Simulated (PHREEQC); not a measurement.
## Alkaline etch or developer: speciation

Dissolve 0.28 mol/kgw KOH, 5.7e-05 mol/kgw Na2SiO3 and 0.18 mol/kgw Na2CO3 at 42 °C. Closed to the air; pH follows from the charge balance.

Model: Pitzer model, pitzer.dat, run in PHREEQC.

```yaml
pH: 12.78
ionic_strength: 0.820 mol/kgw
activity_of_water: 0.983
density: 1.023 g/cm³
osmotic_coefficient: 0.864
total_alkalinity: 640 meq/kg
```

```tsv
species	molality	activity	log γ
Na+	0.360	0.211	-0.232
OH-	0.280	0.197	-0.154
K+	0.280	0.176	-0.201
CO3-2	0.180	0.0273	-0.819
HCO3-	0.000127	7.58e-5	-0.224
H2SiO4-2	5.11e-5	3.43e-6	-1.172
H3SiO4-	5.95e-6	3.10e-6	-0.284
H4SiO4	1.95e-9	2.06e-9	0.023
```

Precipitation was switched off in this run. Away from 25 °C the constants follow the database's enthalpies or fits; those with neither stay at their 25 °C values.
